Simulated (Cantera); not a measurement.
Input: 1 mol Al, 3.3 mol Cl2, 9.7 mol N2, 0.31 mol BCl3, at 673.15 K and 240 Pa.

These are equilibrium values from Cantera (NASA tables, ideal gas, pure condensed phases), not measurements of a reactor. Candidate condensed phases: Al, AlCl3, AlN, B, BN; 17 gas species. Kinetics and transport are ignored.

Base state: N2 0.758, Cl2 0.141, AlCl3 0.0755, BCl3 0.0242, Al2Cl6 0.00135 (mole fractions); condensed: gas only.

Question: What changes in the equilibrium state with this change: temperature from 673.15 K to 1123.15 K?

Answer: 
```tsv
species	before	after
N2	0.758	0.752
Cl2	0.141	0.132
AlCl3	0.0755	0.0775
Cl	2.18e-6	0.0149
BCl3	0.0242	0.0240
Al2Cl6	0.00135	3.18e-7
```
